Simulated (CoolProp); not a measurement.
The numbers come from the reference Helmholtz-energy equation of state, Fiedler 2023 in CoolProp.

**Question.** Give the vapour pressure (kPa), vapour density (kg/m³), enthalpy of vaporisation (kJ/kg), liquid cp (kJ/(kg K)) of saturated tetrahydrofuran at 352.2, 360.2, 372.1 K.

**Answer.** 
```
T (K)  p (kPa)  vapour density (kg/m³)  enthalpy of vaporisation (kJ/kg)  liquid cp (kJ/(kg K))
-----  -------  ----------------------  --------------------------------  ---------------------
352.2      152                    3.90                               406                   1.94
360.2      192                    4.84                               400                   1.97
372.1      265                    6.55                               390                   2.03
```
